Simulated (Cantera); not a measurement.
# Nitride etching: Si3N4 + H2O + H2

Charge: 1 mol Si3N4, 0.18 mol H2O, 2.7 mol H2, held at 230 Pa.

Method: chemical equilibrium by Gibbs-energy minimisation in Cantera with the NASA 1993 tables (ideal gas, pure condensed phases). Candidate condensed phases: H2O, Si, SiO2, Si2N2O, Si3N4; 35 gas species. Mutual solubility and eutectic melting of coexisting phases are not modelled. The tables' values for SiN are old estimates; treat these amounts as uncertain. Gases not in the tables: Si2H6 and higher silanes. The numbers say what is thermodynamically allowed, not how fast it happens.

From 1223 K to 1423 K the condensed part is Si2N2O(s) + Si3N4(s). From 1523 K to 1623 K the condensed part is Si(s) + Si2N2O(s) + Si3N4(s). From 1723 K to 2123 K the condensed part is Si(l). The main Si-bearing gas is SiO at 1223 K and Si at 2123 K.

```tsv
T (K)	log p H2	log p N2	log p Si	log p H	log p SiO	n Si2N2O(s)	n Si3N4(s)	n Si(s)	n Si(l)
1223	-2.65	-4.33	-13.43	-7.85	-10.64	0.180	0.880	0	0
1323	-2.65	-4.33	-11.20	-7.12	-8.76	0.180	0.880	0	0
1423	-2.65	-4.33	-9.28	-6.50	-7.15	0.180	0.880	0	0
1523	-2.65	-4.13	-7.74	-5.96	-5.82	0.178	0.863	0.0528	0
1623	-2.73	-3.35	-6.81	-5.53	-4.87	0.159	0.575	0.936	0
1723	-2.88	-3.04	-6.01	-5.18	-4.09	0	0	0	2.82
1823	-2.89	-3.04	-5.35	-4.81	-4.09	0	0	0	2.81
1923	-2.90	-3.05	-4.77	-4.47	-4.09	0	0	0	2.78
2023	-2.91	-3.06	-4.24	-4.18	-4.10	0	0	0	2.68
2123	-2.95	-3.09	-3.77	-3.92	-4.13	0	0	0	2.37
```
log p: log10 of the partial pressure in bar; n: condensed amount in mol.
